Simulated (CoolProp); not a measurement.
The fluid at 235.59 K and 0.647 MPa flows at 1.9 m/s in a round tube of 20 mm bore and 0.25 µm roughness, fully developed (64/Re and Nu = 3.66 if laminar; Colebrook and Gnielinski if turbulent). The same conditions are run with several fluids, on thermodynamics alone (safety and materials aside).

Computed with CoolProp (reference Helmholtz-energy equation of state of each fluid (carbon dioxide: Span 1996; CF4 (R14): Platzer 1990; dry air: Lemmon 2000; oxygen: Schmidt 1985)). The equations of Platzer and Polt are older, rougher fits. Blends and air are pseudo-pure fits.

```tsv
fluid	Reynolds number	Darcy friction factor	pressure drop (Pa/m)	heat-transfer coefficient (W/(m² K))	mass flow (kg/h)
carbon dioxide	50300	0.0209	…	…	33.8
CF4 (R14)	81300	0.0189	…	93.6	66.0
dry air	23800	0.0248	21.6	…	20.7
oxygen	23800	0.0248	24.0	64.7	…
```

What belongs in the gaps?


- carbon dioxide, pressure drop (Pa/m): 29.6
- carbon dioxide, heat-transfer coefficient (W/(m² K)): 74.0
- CF4 (R14), pressure drop (Pa/m): 52.3
- dry air, heat-transfer coefficient (W/(m² K)): 64.5
- oxygen, mass flow (kg/h): 23.0

Transport values come from each fluid's own correlations; those of CF4 (R14) are estimates that may be off by 10 % or more.
